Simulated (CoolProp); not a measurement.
Vapour-liquid equilibrium of R125 (1) + R1234yf (2) at -72.75 °C; x and y are mole fractions of (1).

Computed with CoolProp (multi-fluid Helmholtz-energy mixture model, Lemmon 2005 and Lemmon 2022; pair parameters Bell 2023).

| x | bubble pressure (kPa) | y at the bubble point | dew pressure at overall composition x (kPa) | liquid density (mol/L) |
|---|---|---|---|---|
| 0.05 | 10.05 | 0.128 | 9.522 | 12.13 |
| 0.15 | 11.69 | 0.328 | 10.20 | 12.24 |
| 0.25 | 13.31 | 0.478 | 10.99 | 12.34 |
| 0.35 | 14.92 | 0.595 | 11.90 | 12.46 |
| 0.45 | 16.52 | 0.689 | 12.98 | 12.57 |
| 0.55 | 18.10 | 0.767 | 14.26 | 12.69 |
| 0.65 | 19.69 | 0.833 | 15.82 | 12.82 |
| 0.75 | 21.27 | 0.889 | 17.73 | 12.95 |
| 0.85 | 22.86 | 0.938 | 20.16 | 13.09 |
| 0.95 | 24.45 | 0.980 | 23.30 | 13.25 |

No azeotrope shows between x = 0.05 and 0.95.

Pair parameters are fitted to limited data, so mixtures are less certain than the pure fluids.
